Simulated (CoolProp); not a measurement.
Values from CoolProp's reference Helmholtz-energy equation of state, Polt 1992. This equation is an older, rougher fit.

Question: For cyclopropane, give the phase and the cp (kJ/(kg K)), Joule-Thomson coefficient (K/MPa) at 437.2 K and 0.28 MPa; 437.2 K and 2.8 MPa.

Answer: 
- 437.2 K and 0.28 MPa: gas; cp 2.01, Joule-Thomson coefficient 5.92
- 437.2 K and 2.8 MPa: gas; cp 2.26, Joule-Thomson coefficient 6.66
